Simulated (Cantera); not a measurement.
**Iron carbonyl, mercury and lead vapours: PbO + N2 + CO**

A closed system holds: 1 mol PbO, 6.2 mol N2, a varied amount of CO, held at 1.40 mbar.

These are equilibrium values from Cantera (NASA tables, ideal gas, pure condensed phases), not measurements of a reactor. Candidate condensed phases: C, Pb, PbO, PbO2, Pb3O4; 27 gas species. Mutual solubility and eutectic melting of coexisting phases are not modelled. Equilibrium is a limit: real reactors are often held back by kinetics, nucleation or transport.

Question: Map the stable condensed phases over T = 550, 625, 700, 775, 850, 925, 1000, 1075, 1150 °C and n(CO) in mol = 0.19, 0.28, 0.41, 0.61, 0.91, 1.3, 2, 3, 4.4.

Answer: 
```
T in °C \ n(CO) in mol
         0.19 0.28 0.41 0.61 0.91  1.3    2    3  4.4
   1150     A    A    A    A    A    A    A    A    A
   1075     A    A    A    A    A    A    A    A    A
   1000     A    A    A    A    A    A    A    A    A
    925     B    B    B    B    A    A    A    A    A
    850     B    B    B    B    B    A    A    A    A
    775     B    C    C    C    C    D    D    D    D
    700     C    C    C    C    C    D    D    D    D
    625     C    C    C    C    C    D    D    D    D
    550     C    C    C    C    C    D    D    D    D
```
A: gas only; B: PbO; C: Pb + PbO; D: Pb.
